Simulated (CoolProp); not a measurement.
A single-stage vapour-compression cycle with ethane: evaporating at 198.15 K (dew point), condensing at 241.15 K (bubble point), superheat 0 K, subcooling 5 K, compressor efficiency 0.85, no pressure losses. Each further row changes one setting.

The numbers come from the reference Helmholtz-energy equation of state, Bücker 2006 in CoolProp.

| case | cooling COP | pressure ratio | discharge temperature (K) | refrigerating effect (kJ/kg) | volumetric capacity (kJ/m³) |
|---|---|---|---|---|---|
| as stated | 3.28 | 5.02 | 281.0 | 370 | 1430 |
| evaporating temperature 203.15 K | 3.89 | … | 275.0 | … | … |
| condensing temperature 236.15 K | … | … | 272.3 | 384 | 1480 |
| subcooling 10 K | … | 5.02 | 281.0 | 384 | 1480 |
| superheat 10 K | 3.23 | 5.02 | 292.6 | 385 | 1400 |
| compressor efficiency 0.75 | 2.89 | 5.02 | … | 370 | 1430 |

Complete the blanks.


- evaporating temperature 203.15 K, pressure ratio: 4.01
- evaporating temperature 203.15 K, refrigerating effect (kJ/kg): 375
- evaporating temperature 203.15 K, volumetric capacity (kJ/m³): 1780
- condensing temperature 236.15 K, cooling COP: 3.81
- condensing temperature 236.15 K, pressure ratio: 4.29
- subcooling 10 K, cooling COP: 3.40
- compressor efficiency 0.75, discharge temperature (K): 289.0
